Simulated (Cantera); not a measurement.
B2O3 + H2O + N2 (boron, boron nitride and boron oxide)

Input: 1 mol B2O3, 0.28 mol H2O, a varied amount of N2, equilibrated at 1325 °C and 41.0 mbar.

These are equilibrium values from Cantera (NASA tables, ideal gas, pure condensed phases), not measurements of a reactor. Candidate condensed phases: B, BN, B2O3, B3O3H3, H2O; 39 gas species. Gases not in the tables: H3BO3. Rates play no part.

From 0.69 mol N2 to 44 mol N2 the condensed part is B2O3(l). The share of B in condensed phases is highest at 0.69 mol N2 (93.3 %) and lowest at 44 mol N2 (62.6 %).

```csv
n(N2) (mol),x N2,x H2O,x HBO2,x B2O3,x H2,n B2O3(l)
0.69,0.665,0.208,0.123,0.00345,0.000494,0.933
1.4,0.793,0.113,0.0905,0.00345,0.000336,0.914
2.8,0.877,0.0556,0.0636,0.00345,0.000216,0.887
5.5,0.928,0.0255,0.0431,0.00345,0.000135,0.852
11,0.958,0.0105,0.0276,0.00345,7.95e-5,0.802
22,0.976,0.00393,0.0169,0.00345,4.56e-5,0.731
44,0.985,0.00133,0.00983,0.00345,2.58e-5,0.626
```
x: gas mole fraction; n: condensed amount in mol.
